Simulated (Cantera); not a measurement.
A perfectly stirred reactor is fed with 3.92 % CH₄, 18.7 % O₂, 74.5 % N₂, 2.90 % H₂O, equivalence ratio 0.42, at 7.01 atm; it is adiabatic with a 450 K inlet, and is followed from long to short residence time, starting on the burning branch (τ in s: 0.054, 0.019, 0.0065, 0.0023, 0.0008, 0.00028, 9.7e-05, 3.4e-05, 1.2e-05).

Model: GRI-Mech 3.0 (53 species, 325 reactions), integrated in Cantera.

Problem. Predict: blow-out, bracketed by the residence times tried; x(CH₄) at τ = 54.0 ms; x(O₂) at τ = 54.0 ms; x(H₂O) at τ = 54.0 ms; x(H₂) at τ = 54.0 ms; x(CH₄) at τ = 0.800 ms; x(O₂) at τ = 0.800 ms; x(H₂O) at τ = 0.800 ms.

Solution. 
* **blow-out, bracketed by the residence times tried**: burning at 19.0 ms, out at 6.50 ms
* **x(CH₄) at τ = 54.0 ms**: 0.000281
* **x(O₂) at τ = 54.0 ms**: 0.110
* **x(H₂O) at τ = 54.0 ms**: 0.107
* **x(H₂) at τ = 54.0 ms**: 4.56e-5
* **x(CH₄) at τ = 0.800 ms**: 0.0392
* **x(O₂) at τ = 0.800 ms**: 0.187
* **x(H₂O) at τ = 0.800 ms**: 0.0290
